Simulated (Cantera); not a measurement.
What does this Cantera script print?

```python
import numpy as np
import cantera as ct

gas = ct.Solution("gri30.yaml")
gas.TPX = 1725, 2100000, {'CO': 1, 'H2': 0.061, 'CH4': 0.45, 'O2': 1.3, 'N2': 4.29}
reactor = ct.IdealGasReactor(gas, energy="on", clone=False)
net = ct.ReactorNet([reactor])
net.rtol, net.atol = 1e-08, 1e-16
show = ['CO', 'H2', 'CH4', 'CH3', 'NO']
times = np.geomspace(1e-06, 0.9, 15)

steps = ct.SolutionArray(gas, extra=["t"])
rows = []
print(f"{'t/s':>10s}{'T/K':>9s}{'P/Pa':>11s}" + "".join(f"{s:>11s}" for s in show))
for t in times:
    while net.time < t:
        t_next = net.step()
        steps.append(gas.state, t=t_next)
    rows.append([np.interp(t, steps.t, y) for y in (steps.T, steps.P, *steps(*show).X.T)])
    print(f"{t:10.3e}{rows[-1][0]:9.1f}{rows[-1][1]:11.4g}" + "".join(f"{x:11.3e}" for x in rows[-1][2:]))
rate = np.gradient(steps.T, steps.t)
print("integrator steps:", len(steps.t))
if steps.T.max() > steps.T[0] + 200:
    print(f"time of steepest temperature rise: {steps.t[rate.argmax()]:.4e} s")
gas.TPX = 1725, 2100000, {'CO': 1, 'H2': 0.061, 'CH4': 0.45, 'O2': 1.3, 'N2': 4.29}
gas.equilibrate("UV")
print(f"equilibrium (UV): T = {gas.T:.1f} K  " + "  ".join(f"{s} {gas[s].X[0]:.3e}" for s in show))
```

Result:

```
       t/s      T/K       P/Pa         CO         H2        CH4        CH3         NO
 1.000e-06   1725.0    2.1e+06  1.408e-01  8.590e-03  6.326e-02  9.539e-05  2.788e-12
 2.663e-06   1727.1  2.103e+06  1.407e-01  8.580e-03  6.268e-02  3.888e-04  2.181e-11
 7.089e-06   1782.9  2.171e+06  1.405e-01  9.591e-03  5.529e-02  1.247e-03  5.999e-10
 1.888e-05   3320.2   4.03e+06  1.011e-01  1.308e-02  8.465e-13  6.515e-12  1.356e-02
 5.026e-05   3309.5  4.016e+06  1.016e-01  1.328e-02  8.957e-13  6.688e-12  1.891e-02
 1.338e-04   3309.4  4.016e+06  1.016e-01  1.328e-02  8.962e-13  6.689e-12  1.896e-02
 3.563e-04   3309.4  4.016e+06  1.016e-01  1.328e-02  8.962e-13  6.689e-12  1.896e-02
 9.487e-04   3309.4  4.016e+06  1.016e-01  1.328e-02  8.962e-13  6.689e-12  1.896e-02
 2.526e-03   3309.4  4.016e+06  1.016e-01  1.328e-02  8.962e-13  6.689e-12  1.896e-02
 6.726e-03   3309.4  4.016e+06  1.016e-01  1.328e-02  8.962e-13  6.689e-12  1.896e-02
 1.791e-02   3309.4  4.016e+06  1.016e-01  1.328e-02  8.962e-13  6.689e-12  1.896e-02
 4.768e-02   3309.4  4.016e+06  1.016e-01  1.328e-02  8.962e-13  6.689e-12  1.896e-02
 1.270e-01   3309.4  4.016e+06  1.016e-01  1.328e-02  8.962e-13  6.689e-12  1.896e-02
 3.380e-01   3309.4  4.016e+06  1.016e-01  1.328e-02  8.962e-13  6.689e-12  1.896e-02
 9.000e-01   3309.4  4.016e+06  1.016e-01  1.328e-02  8.962e-13  6.689e-12  1.896e-02
integrator steps: 1859
time of steepest temperature rise: 9.7497e-06 s
equilibrium (UV): T = 3309.4 K  CO 1.016e-01  H2 1.328e-02  CH4 1.136e-12  CH3 8.480e-12  NO 1.896e-02
```

Computed with Cantera and GRI-Mech 3.0 (53 species, 325 reactions). The pressure lies above the range GRI-Mech 3.0 was tuned for (to about 10 atm). Above 3000 K some thermodynamic fits are extrapolated.
